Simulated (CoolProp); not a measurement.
Tetrahydrofuran at 363.1 K and 0.104 MPa is throttled through a valve to 0.044 MPa with no heat exchange. Each further row changes one setting.

Model: reference Helmholtz-energy equation of state, Fiedler 2023, in CoolProp.

```json
[
 {"case": "as stated", "temperature change (K)": "-1.3", "final density (kg/m³)": "1.07"},
 {"case": "outlet pressure 0.0132 MPa", "temperature change (K)": "-1.9", "final density (kg/m³)": "0.318"},
 {"case": "outlet pressure 0.0572 MPa", "temperature change (K)": "-1.0", "final density (kg/m³)": "1.39"}
]
```
